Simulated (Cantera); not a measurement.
What does this Cantera script print?

```python
import numpy as np
import cantera as ct

gas = ct.Solution("gri30.yaml")
gas.TPX = 1675, 1100000, {'CH4': 1, 'CO': 0.31, 'O2': 3.59, 'N2': 13.5}
reactor = ct.IdealGasConstPressureReactor(gas, energy="on", clone=False)
net = ct.ReactorNet([reactor])
net.rtol, net.atol = 1e-08, 1e-16
show = ['CH4', 'CO', 'O2', 'H2O', 'H2', 'CH3', 'C2H6']
times = np.geomspace(4e-06, 4, 10)

steps = ct.SolutionArray(gas, extra=["t"])
rows = []
print(f"{'t/s':>10s}{'T/K':>9s}{'P/Pa':>11s}" + "".join(f"{s:>11s}" for s in show))
for t in times:
    while net.time < t:
        t_next = net.step()
        steps.append(gas.state, t=t_next)
    rows.append([np.interp(t, steps.t, y) for y in (steps.T, steps.P, *steps(*show).X.T)])
    print(f"{t:10.3e}{rows[-1][0]:9.1f}{rows[-1][1]:11.4g}" + "".join(f"{x:11.3e}" for x in rows[-1][2:]))
rate = np.gradient(steps.T, steps.t)
print("integrator steps:", len(steps.t))
if steps.T.max() > steps.T[0] + 200:
    print(f"time of steepest temperature rise: {steps.t[rate.argmax()]:.4e} s")
gas.TPX = 1675, 1100000, {'CH4': 1, 'CO': 0.31, 'O2': 3.59, 'N2': 13.5}
gas.equilibrate("HP")
print(f"equilibrium (HP): T = {gas.T:.1f} K  " + "  ".join(f"{s} {gas[s].X[0]:.3e}" for s in show))
```

Output:

```
       t/s      T/K       P/Pa        CH4         CO         O2        H2O         H2        CH3       C2H6
 4.000e-06   1674.9    1.1e+06  5.426e-02  1.684e-02  1.951e-01  4.150e-05  9.111e-06  6.860e-05  1.376e-06
 1.857e-05   1684.0    1.1e+06  5.176e-02  1.702e-02  1.935e-01  1.807e-03  4.058e-04  5.389e-04  3.458e-04
 8.618e-05   2744.9    1.1e+06  7.286e-17  8.218e-03  7.730e-02  9.986e-02  1.913e-03  5.726e-16  1.350e-31
 4.000e-04   2733.7    1.1e+06  6.948e-17  8.032e-03  7.373e-02  1.002e-01  1.877e-03  5.301e-16  1.241e-31
 1.857e-03   2720.6    1.1e+06  6.559e-17  7.823e-03  6.964e-02  1.006e-01  1.837e-03  4.833e-16  1.119e-31
 8.618e-03   2719.8    1.1e+06  6.536e-17  7.810e-03  6.939e-02  1.006e-01  1.835e-03  4.806e-16  1.112e-31
 4.000e-02   2719.8    1.1e+06  6.536e-17  7.810e-03  6.939e-02  1.006e-01  1.835e-03  4.806e-16  1.112e-31
 1.857e-01   2719.8    1.1e+06  6.536e-17  7.810e-03  6.939e-02  1.006e-01  1.835e-03  4.806e-16  1.112e-31
 8.618e-01   2719.8    1.1e+06  6.536e-17  7.810e-03  6.939e-02  1.006e-01  1.835e-03  4.806e-16  1.112e-31
 4.000e+00   2719.8    1.1e+06  6.536e-17  7.810e-03  6.939e-02  1.006e-01  1.835e-03  4.806e-16  1.112e-31
integrator steps: 1717
time of steepest temperature rise: 3.3870e-05 s
equilibrium (HP): T = 2719.8 K  CH4 9.182e-17  CO 7.810e-03  O2 6.939e-02  H2O 1.006e-01  H2 1.835e-03  CH3 6.752e-16  C2H6 1.960e-31
```

Model: GRI-Mech 3.0 (53 species, 325 reactions), integrated in Cantera.
